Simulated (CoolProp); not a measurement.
The numbers come from the reference Helmholtz-energy equation of state, Kamei 1995 in CoolProp.

**Question.** For R22, give the phase and the cv (kJ/(kg K)), speed of sound (m/s), viscosity (µPa s) at 410.8 K and 0.0667 MPa; 184 K and 0.138 MPa; 420 K and 0.922 MPa.

**Answer.** 
- 410.8 K and 0.0667 MPa: gas; cv 0.677, speed of sound 212, viscosity 18.9
- 184 K and 0.138 MPa: liquid; cv 0.665, speed of sound 1080, viscosity 648
- 420 K and 0.922 MPa: gas; cv 0.695, speed of sound 208, viscosity 19.3

Viscosity comes from a separate model (Bell 2016), an estimate that may be off by 10 % or more.
